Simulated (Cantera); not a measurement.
SiH2Cl2 + CH4 + H2 + C3H8 (silicon carbide growth)

Input: 1 mol SiH2Cl2, a varied amount of CH4, 2.5 mol H2, 0.019 mol C3H8, equilibrated at 1427 °C and 2.40 mbar.

These are equilibrium values from Cantera (NASA tables, ideal gas, pure condensed phases), not measurements of a reactor. Candidate condensed phases: C, C6H6, C7H8, C8H18, Si, SiC; 109 gas species. Mutual solubility and eutectic melting of coexisting phases are not modelled. The tables' values for SiCl3, SiCl are old estimates; treat these amounts as uncertain. Gases not in the tables: Si2H6 and higher silanes. Kinetics and transport are ignored.

```tsv
n(CH4) (mol)	log p H2	log p HCl	log p SiCl2	log p H	log p SiCl3	log p Cl	log p SiCl	n Si(l)	n SiC(s)	n C(graphite)
0.063	-2.77	-3.42	-3.50	-5.22	-5.63	-5.97	-5.99	0.258	0.120	0
0.09	-2.77	-3.42	-3.51	-5.22	-5.64	-5.97	-5.99	0.233	0.147	0
0.13	-2.77	-3.42	-3.52	-5.22	-5.65	-5.98	-6.00	0.196	0.187	0
0.18	-2.76	-3.43	-3.53	-5.21	-5.67	-5.98	-6.00	0.150	0.237	0
0.25	-2.76	-3.43	-3.55	-5.21	-5.69	-5.99	-6.01	0.0858	0.307	0
0.36	-2.76	-3.42	-3.58	-5.21	-5.72	-5.99	-6.05	0	0.417	0
0.51	-2.76	-3.32	-3.74	-5.21	-5.77	-5.87	-6.32	0	0.567	0
0.72	-2.77	-3.21	-4.06	-5.22	-5.98	-5.76	-6.75	0	0.777	0
1	-2.77	-3.16	-4.82	-5.22	-6.68	-5.71	-7.56	0	0.957	0.0990
1.4	-2.76	-3.20	-4.93	-5.21	-6.85	-5.77	-7.61	0	0.963	0.493
2	-2.73	-3.27	-5.08	-5.20	-7.07	-5.84	-7.69	0	0.969	1.09
2.9	-2.71	-3.35	-5.26	-5.19	-7.34	-5.93	-7.78	0	0.976	1.98
```
log p: log10 of the partial pressure in bar; n: condensed amount in mol.

From 0.063 mol CH4 to 0.25 mol CH4 the condensed part is Si(l) + SiC(s). From 0.36 mol CH4 to 0.72 mol CH4 the condensed part is SiC(s). From 1 mol CH4 to 2.9 mol CH4 the condensed part is C(graphite) + SiC(s). The main Si-bearing gas is SiCl2 throughout. The share of Si in condensed phases is highest at 2.9 mol CH4 (97.6 %) and lowest at 0.063 mol CH4 (37.8 %).
